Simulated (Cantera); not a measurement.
A freely propagating, adiabatic, planar premixed flame of H2 : O2 : N2 = 1 : 0.521 : 1.96 (molar parts), equivalence ratio 0.96, unburnt at 450 K and 1280 Torr; mixture-averaged transport, grid criteria slope 0.08 and curve 0.16, no radiation.

Computed with Cantera and the H2/O2 subset of GRI-Mech 3.0, which has no nitrogen chemistry. Burning velocities carry a grid error of a few per cent, more on coarse grids.

x: mole fraction of selected species; z is measured from the peak of heat release.

| z (mm) | T (K) | u (m/s) | x H2 | x O2 | x O | x OH | x H | x H2O2 |
|---|---|---|---|---|---|---|---|---|
| -0.621 | 450 | 4.27 | 0.287 | 0.150 | <1e-8 | <1e-8 | <1e-8 | <1e-8 |
| -0.414 | 450 | 4.27 | 0.287 | 0.150 | <1e-8 | <1e-8 | <1e-8 | <1e-8 |
| -0.311 | 450 | 4.27 | 0.287 | 0.150 | <1e-8 | <1e-8 | <1e-8 | <1e-8 |
| -0.207 | 450 | 4.27 | 0.287 | 0.150 | <1e-8 | <1e-8 | <1e-8 | <1e-8 |
| -0.104 | 467 | 4.38 | 0.279 | 0.151 | 2.22e-6 | 1.02e-5 | 7.01e-6 | 6.78e-6 |
| -0.0518 | ? | 6.54 | 0.238 | 0.147 | 0.000194 | 0.00100 | 0.00248 | 7.04e-5 |
| 0 | ? | 10.5 | 0.150 | 0.113 | 0.00353 | 0.00297 | 0.0209 | 1.62e-5 |
| 0.0518 | ? | 13.4 | 0.0719 | 0.0597 | 0.00907 | 0.00874 | 0.0380 | 4.60e-6 |
| 0.104 | ? | 14.8 | 0.0456 | 0.0370 | 0.0106 | 0.0130 | 0.0382 | 2.54e-6 |
| 0.207 | ? | 16.1 | 0.0380 | 0.0281 | 0.00931 | 0.0159 | 0.0290 | 1.32e-6 |
| 0.414 | 2059 | 17.3 | 0.0336 | 0.0237 | 0.00679 | 0.0166 | 0.0188 | 7.45e-7 |
| 0.828 | 2202 | 18.4 | 0.0276 | 0.0196 | 0.00443 | 0.0158 | 0.0110 | 4.93e-7 |
| 1.66 | 2314 | 19.1 | 0.0209 | 0.0162 | 0.00268 | 0.0137 | 0.00594 | 3.70e-7 |

Task: What belongs in the gaps?

Result: 
- -0.0518, T (K): 721
- 0, T (K): 1204
- 0.0518, T (K): 1544
- 0.104, T (K): 1720
- 0.207, T (K): 1894
